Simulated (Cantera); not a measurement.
Input (Python, Cantera) and output of one run.

```python
import numpy as np
import cantera as ct

gas_names = """
    CL CL2 Fe FeCL FeCL2 FeCL3 Fe2CL4 Fe2CL6 H HCL H2
""".split()
cond_names = """
    Fe(a) Fe(c) Fe(d) Fe(L) FeCL2(s) FeCL2(L) FeCL3(s) FeCL3(L)
""".split()


def load(file, names, dense=False):
    # The tables refer to 1 bar. Condensed volumes are neglected.
    table = {s.name: s for s in ct.Species.list_from_file(file)}
    out = []
    for n in names:
        d = dict(table[n].input_data)
        d["thermo"] = dict(d["thermo"], **{"reference-pressure": 1e5})
        if dense:
            d["equation-of-state"] = {"model": "constant-volume", "density": "1e6 g/cm^3"}
        out.append(ct.Species.from_dict(d))
    return out


gas = ct.Solution(thermo="ideal-gas", species=load("nasa_gas.yaml", gas_names))
cond = {s.name: ct.Solution(thermo="fixed-stoichiometry", species=[s], name=s.name)
        for s in load("nasa_condensed.yaml", cond_names, dense=True)}
atoms = {
    'Fe': {'Fe': 1},
    'HCl': {'H': 1, 'CL': 1},
    'H2': {'H': 2},
}
top_T = {}  # K; cautious upper limits of use, not melting points


def equilibrate(T, P, feed):
    n = {}
    for name, mol in feed.items():
        for a, k in atoms[name].items():
            n[a] = n.get(a, 0.0) + k * mol
    gas.TPX = T, P, n
    mass = sum(n.values()) * gas.mean_molecular_weight
    gas.equilibrate("TP")
    valid = [c for c in cond.values() if c.min_temp <= T <= top_T.get(c.name, c.max_temp)]
    mix = ct.Mixture([(gas, mass / gas.mean_molecular_weight)] + [(c, 0.0) for c in valid])
    mix.T, mix.P = T, P
    mix.equilibrate("TP", solver="vcs", rtol=1e-11, max_steps=5000)
    return mix


results = []
feed = {'Fe': 1, 'HCl': 0.46, 'H2': 0.16}  # mol
T = 1098.15  # K
P = 1000  # Pa
mix = equilibrate(T, P, feed)
results.append((T, P, feed, dict(zip(mix.species_names, mix.species_moles))))
x = sorted(zip(gas.X, gas.species_names), reverse=True)
print(f"T = {T:g} K  P = {P:g} Pa  gas = {mix.phase_moles(0):.4g} mol")
print("   x: " + "  ".join(f"{s} {v:.3e}" for v, s in x if v > 1e-05))
print("   condensed (mol): " + ("  ".join(f"{mix.phase(i).name} {mix.phase_moles(i):.4g}"
      for i in range(1, mix.n_phases) if mix.phase_moles(i) > 1e-12) or "none"))
```

Result:

```
T = 1098.15 K  P = 1000 Pa  gas = 0.6197 mol
   x: HCL 4.590e-01  H2 3.999e-01  FeCL2 1.407e-01  Fe2CL4 4.869e-04  FeCL3 1.314e-05
   condensed (mol): Fe(a) 0.9122
```

Method: chemical equilibrium by Gibbs-energy minimisation in Cantera with the NASA 1993 tables (ideal gas, pure condensed phases).
